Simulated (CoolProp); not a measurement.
A closed Brayton cycle with dry air: compressor inlet 312.15 K and 2.8 MPa, high pressure 8.87 MPa, turbine inlet 820 K, compressor efficiency 0.8, turbine efficiency 0.93, recuperator effectiveness 0.9 (on enthalpy, no pinch check). Each further row changes one setting.

Model: reference Helmholtz-energy equation of state, Lemmon 2000, in CoolProp. It is a pseudo-pure fit of the blend.

```json
[
 {"case": "as stated", "thermal efficiency (%)": "27.7", "net work (kJ/kg)": "66.8", "compressor to turbine work": "0.70", "compressor exit (K)": "464.6", "turbine exit (K)": "617.9"},
 {"case": "turbine inlet 770 K", "thermal efficiency (%)": "23.8", "net work (kJ/kg)": "(withheld)", "compressor to turbine work": "(withheld)", "compressor exit (K)": "464.6", "turbine exit (K)": "578.5"},
 {"case": "compressor inlet 322.15 K", "thermal efficiency (%)": "25.8", "net work (kJ/kg)": "61.7", "compressor to turbine work": "0.72", "compressor exit (K)": "479.2", "turbine exit (K)": "617.9"},
 {"case": "high pressure 7.54 MPa", "thermal efficiency (%)": "29.6", "net work (kJ/kg)": "64.7", "compressor to turbine work": "(withheld)", "compressor exit (K)": "440.1", "turbine exit (K)": "643.3"},
 {"case": "recuperator effectiveness 0.5", "thermal efficiency (%)": "21.9", "net work (kJ/kg)": "66.8", "compressor to turbine work": "0.70", "compressor exit (K)": "464.6", "turbine exit (K)": "617.9"}
]
```

Question: What belongs in the gaps?

Answer: 
- turbine inlet 770 K, net work (kJ/kg): 53.1
- turbine inlet 770 K, compressor to turbine work: 0.74
- high pressure 7.54 MPa, compressor to turbine work: 0.67
